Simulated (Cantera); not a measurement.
A freely propagating, adiabatic, planar premixed flame of H2 : O2 : N2 = 1 : 0.192 : 0.723 (molar parts), unburnt at 650 K and 9.00 bar; multicomponent+Soret transport, grid criteria slope 0.08 and curve 0.16, no radiation.

Model: the H2/O2 subset of GRI-Mech 3.0, which has no nitrogen chemistry, integrated in Cantera. The hydrogen kinetics of GRI-Mech 3.0 are dated; newer H2 mechanisms differ, most at raised pressure. Burning velocities carry a grid error of a few per cent, more on coarse grids.

x: mole fraction of selected species; z is measured from the peak of heat release.

| z (mm) | T (K) | u (m/s) | x H2 | x O2 | x HO2 | x H2O | x H | x O |
|---|---|---|---|---|---|---|---|---|
| -0.0902 | 650 | 8.50 | 0.522 | 0.100 | <1e-8 | <1e-8 | <1e-8 | <1e-8 |
| -0.0601 | 650 | 8.50 | 0.522 | 0.100 | 2.42e-8 | 1.50e-7 | <1e-8 | <1e-8 |
| -0.0451 | 650 | 8.50 | 0.522 | 0.100 | 2.87e-7 | 1.47e-6 | <1e-8 | <1e-8 |
| -0.0301 | 653 | 8.49 | 0.519 | 0.101 | 9.37e-6 | 3.41e-5 | 4.65e-8 | 4.68e-8 |
| -0.0150 | 743 | 9.23 | 0.491 | 0.104 | 0.000835 | 0.00475 | 0.000211 | 1.83e-5 |
| -0.00751 | 1031 | 12.5 | 0.457 | 0.0928 | 0.000800 | 0.0347 | 0.00398 | 0.000235 |
| 0 | ? | 16.7 | ? | ? | ? | ? | ? | ? |
| 0.00751 | 1653 | 19.8 | 0.362 | 0.0300 | 0.000175 | 0.160 | 0.0320 | 0.00108 |
| 0.0150 | 1789 | 21.4 | 0.339 | 0.0115 | 6.52e-5 | 0.195 | 0.0384 | 0.000652 |
| 0.0301 | 1902 | 22.7 | 0.330 | ? | ? | 0.215 | 0.0363 | ? |
| 0.0601 | 1990 | 23.6 | 0.336 | 0.000110 | 6.40e-7 | 0.219 | 0.0270 | 0.000104 |
| 0.120 | 2060 | 24.3 | 0.342 | 1.56e-5 | 1.36e-7 | 0.221 | 0.0175 | 4.65e-5 |
| 0.240 | 2110 | 24.8 | 0.347 | 5.37e-6 | 4.98e-8 | 0.222 | 0.0104 | 1.72e-5 |

### Question
Fill in the missing entries.

### Answer

- 0, T (K): 1397
- 0, x H2: 0.408
- 0, x O2: 0.0630
- 0, x HO2: 0.000397
- 0, x H2O: 0.0965
- 0, x H: 0.0173
- 0, x O: 0.000928
- 0.0301, x O2: 0.00173
- 0.0301, x HO2: 9.27e-6
- 0.0301, x O: 0.000233
